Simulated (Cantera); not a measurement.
An adiabatic, constant-pressure homogeneous reactor starts with CH4 : O2 : N2 = 1 : 1.18 : 4.42 (molar parts), equivalence ratio 1.7, at 1248 K and 5.13 atm.

Model: GRI-Mech 3.0 (53 species, 325 reactions), integrated in Cantera.

Predict: time of steepest temperature rise; temperature at 2.00 s; equilibrium temperature; x(O2) at 2.00 s; x(NO) at 2.00 s; x(O) at 2.00 s; x(N2O) at 2.00 s; x(H2) at 2.00 s.


| Property | Result |
|---|---|
| time of steepest temperature rise | 6.96 ms |
| temperature at 2.00 s | 2508 K |
| equilibrium temperature | 2508 K |
| x(O2) at 2.00 s | 1.50e-5 (gas-phase equilibrium 1.50e-5) |
| x(NO) at 2.00 s | 0.000172 (gas-phase equilibrium 0.000172) |
| x(O) at 2.00 s | 2.57e-5 (gas-phase equilibrium 2.57e-5) |
| x(N2O) at 2.00 s | 1.89e-8 (gas-phase equilibrium 1.89e-8) |
| x(H2) at 2.00 s | 0.110 (gas-phase equilibrium 0.110) |
